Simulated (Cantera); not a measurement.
Charge: 1 mol SiH2Cl2, 1.6 mol NH3, 7.6 mol N2, held at 28.0 Pa.

Method: chemical equilibrium by Gibbs-energy minimisation in Cantera with the NASA 1993 tables (ideal gas, pure condensed phases). Candidate condensed phases: NH4Cl, Si, Si3N4; 28 gas species. Equilibrium is a limit: real reactors are often held back by kinetics, nucleation or transport.

Question: Which condensed phases are stable at each of these points (T (K)): 848, 948, 1048, 1148, 1248, 1348, 1448, 1548, 1648, 1748, 1848?

Answer: 
```json
[
 {"T (K)": "848", "condensed phases": "Si3N4(s)", "Si condensed (%)": "98.9"},
 {"T (K)": "948", "condensed phases": "Si3N4(s)", "Si condensed (%)": "99.3"},
 {"T (K)": "1048", "condensed phases": "Si3N4(s)", "Si condensed (%)": "99.5"},
 {"T (K)": "1148", "condensed phases": "Si3N4(s)", "Si condensed (%)": "99.2"},
 {"T (K)": "1248", "condensed phases": "Si3N4(s)", "Si condensed (%)": "96.5"},
 {"T (K)": "1348", "condensed phases": "Si3N4(s)", "Si condensed (%)": "85.2"},
 {"T (K)": "1448", "condensed phases": "Si3N4(s)", "Si condensed (%)": "63.5"},
 {"T (K)": "1548", "condensed phases": "Si3N4(s)", "Si condensed (%)": "41.6"},
 {"T (K)": "1648", "condensed phases": "Si(s)", "Si condensed (%)": "35.4"},
 {"T (K)": "1748", "condensed phases": "Si(l)", "Si condensed (%)": "30.0"},
 {"T (K)": "1848", "condensed phases": "Si(l)", "Si condensed (%)": "7.1"}
]
```

From 848 K to 1548 K the condensed part is Si3N4(s). At 1648 K the condensed part is Si(s). From 1748 K to 1848 K the condensed part is Si(l).
